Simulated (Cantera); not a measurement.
An isothermal, constant-pressure homogeneous reactor starts with CO : O₂ : H₂O : N₂ = 0.0011 : 0.025 : 0.00018 : 1 (molar parts), at 1523 K and 0.987 atm. Integrator tolerance rtol = 1e-08.

Detailed kinetics in Cantera: GRI-Mech 3.0 (53 species, 325 reactions).

Problem. What does this change do: 0.023 parts CH4 added?

Solution. 
```tsv
quantity	before	after
x(CO) at 4.00 s	4.80e-8 (gas-phase equilibrium 4.83e-8)	0.0141 (gas-phase equilibrium 0.0171)
x(O₂) at 4.00 s	0.0238 (gas-phase equilibrium 0.0236)	5.89e-12 (gas-phase equilibrium 4.90e-12)
x(H₂O) at 4.00 s	0.000174 (gas-phase equilibrium 0.000174)	0.0219 (gas-phase equilibrium 0.0199)
x(H₂O₂) at 4.00 s	6.37e-12 (gas-phase equilibrium 6.34e-12)	<1e-12 (gas-phase equilibrium <1e-12)
x(HO₂) at 4.00 s	1.86e-9 (gas-phase equilibrium 1.85e-9)	<1e-12 (gas-phase equilibrium <1e-12)
x(NO₂) at 4.00 s	4.85e-9 (gas-phase equilibrium 8.55e-7)	<1e-12 (gas-phase equilibrium <1e-12)
x(H) at 4.00 s	1.25e-9 (gas-phase equilibrium 1.26e-9)	3.28e-6 (gas-phase equilibrium 3.55e-6)
```
The temperature is held fixed by assumption; the heat of reaction is taken as removed at once.
